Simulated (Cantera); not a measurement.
An isothermal, constant-pressure homogeneous reactor starts with CH4 : CO2 : H2 = 1 : 1.6 : 1.2 (molar parts), at 1500 K and 13300 Pa.

Detailed kinetics in Cantera: GRI-Mech 3.0 (53 species, 325 reactions).

### Question
Predict: x(CH4) at 5.00 s; x(CO2) at 5.00 s; x(H2) at 5.00 s; x(C2H4) at 5.00 s; x(C2H) at 5.00 s; x(OH) at 5.00 s.

### Answer
```
Quantity                                            Result
-----------------  ---------------------------------------
x(CH4) at 5.00 s    0.0611 (gas-phase equilibrium 4.49e-8)
x(CO2) at 5.00 s      0.103 (gas-phase equilibrium 0.0265)
x(H2) at 5.00 s        0.269 (gas-phase equilibrium 0.475)
x(C2H4) at 5.00 s  0.000906 (gas-phase equilibrium <1e-12)
x(C2H) at 5.00 s    9.80e-9 (gas-phase equilibrium <1e-12)
x(OH) at 5.00 s    4.89e-7 (gas-phase equilibrium 1.55e-7)
```
